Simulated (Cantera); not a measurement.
What does this Cantera script print?

```python
import numpy as np
import cantera as ct

gas = ct.Solution("h2o2.yaml")
gas.TPX = 1348, 140, {'H2': 0.0057, 'O2': 1}
reactor = ct.IdealGasConstPressureReactor(gas, energy="off", clone=False)
net = ct.ReactorNet([reactor])
net.rtol, net.atol = 1e-08, 1e-18
show = ['H2', 'O2', 'OH', 'HO2', 'H2O2', 'O']
times = np.geomspace(0.0002, 2, 14)

steps = ct.SolutionArray(gas, extra=["t"])
rows = []
print(f"{'t/s':>10s}{'T/K':>9s}{'P/Pa':>11s}" + "".join(f"{s:>11s}" for s in show))
for t in times:
    while net.time < t:
        t_next = net.step()
        steps.append(gas.state, t=t_next)
    rows.append([np.interp(t, steps.t, y) for y in (steps.T, steps.P, *steps(*show).X.T)])
    print(f"{t:10.3e}{rows[-1][0]:9.1f}{rows[-1][1]:11.4g}" + "".join(f"{x:11.3e}" for x in rows[-1][2:]))
rate = np.gradient(steps.T, steps.t)
print("integrator steps:", len(steps.t))
if steps.T.max() > steps.T[0] + 200:
    print(f"time of steepest temperature rise: {steps.t[rate.argmax()]:.4e} s")
gas.TPX = 1348, 140, {'H2': 0.0057, 'O2': 1}
gas.equilibrate("TP")
print(f"equilibrium (TP): T = {gas.T:.1f} K  " + "  ".join(f"{s} {gas[s].X[0]:.3e}" for s in show))
```

It prints:

```
       t/s      T/K       P/Pa         H2         O2         OH        HO2       H2O2          O
 2.000e-04   1348.0        140  5.668e-03  9.943e-01  4.453e-10  1.310e-09  2.014e-14  4.477e-10
 4.062e-04   1348.0        140  5.668e-03  9.943e-01  1.433e-09  2.660e-09  8.268e-14  1.450e-09
 8.249e-04   1348.0        140  5.668e-03  9.943e-01  4.013e-09  5.401e-09  3.385e-13  4.113e-09
 1.675e-03   1348.0        140  5.668e-03  9.943e-01  1.009e-08  1.097e-08  1.375e-12  1.061e-08
 3.403e-03   1348.0        140  5.668e-03  9.943e-01  2.523e-08  2.226e-08  5.506e-12  2.769e-08
 6.910e-03   1348.0        140  5.668e-03  9.943e-01  7.293e-08  4.515e-08  2.140e-11  8.462e-08
 1.403e-02   1348.0        140  5.667e-03  9.943e-01  3.242e-07  9.144e-08  7.876e-11  3.939e-07
 2.850e-02   1348.0        140  5.660e-03  9.943e-01  4.289e-06  1.829e-07  2.623e-10  5.305e-06
 5.789e-02   1348.0        140  4.663e-03  9.934e-01  5.064e-04  8.754e-08  6.064e-10  6.923e-04
 1.176e-01   1348.0        140  3.787e-05  9.888e-01  7.744e-04  3.414e-08  9.180e-10  5.055e-03
 2.388e-01   1348.0        140  1.323e-05  9.888e-01  6.819e-04  3.071e-08  7.364e-10  5.134e-03
 4.849e-01   1348.0        140  1.318e-05  9.888e-01  6.805e-04  3.064e-08  7.355e-10  5.111e-03
 9.848e-01   1348.0        140  1.306e-05  9.889e-01  6.776e-04  3.051e-08  7.336e-10  5.066e-03
 2.000e+00   1348.0        140  1.284e-05  9.890e-01  6.718e-04  3.024e-08  7.299e-10  4.975e-03
integrator steps: 631
equilibrium (TP): T = 1348.0 K  H2 3.020e-08  O2 9.943e-01  OH 3.268e-05  HO2 8.587e-09  H2O2 1.654e-11  O 1.094e-05
```

Computed with Cantera and the H2/O2 subset of GRI-Mech 3.0, which has no nitrogen chemistry. Radical loss at walls, strong at low pressure, is not modelled.
